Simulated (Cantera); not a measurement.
# Ignition delay

Mixture: CH4 : CO : O2 : N2 = 1 : 0.42 : 2.14 : 8.06 (molar parts), at 1.01 bar, adiabatic and at constant volume. Ignition delay is the time to a rise of 400 K.

Detailed kinetics in Cantera: GRI-Mech 3.0 (53 species, 325 reactions).

```json
[
 {"T0 (K)": "1175", "delay (ms)": "79.9"},
 {"T0 (K)": "1225", "delay (ms)": "37.1"},
 {"T0 (K)": "1275", "delay (ms)": "17.9"},
 {"T0 (K)": "1325", "delay (ms)": "9.04"},
 {"T0 (K)": "1375", "delay (ms)": "4.74"},
 {"T0 (K)": "1425", "delay (ms)": "2.60"},
 {"T0 (K)": "1475", "delay (ms)": "1.49"}
]
```

```yaml
apparent activation energy between 1375 and 1475 K: 200 kJ/mol
```
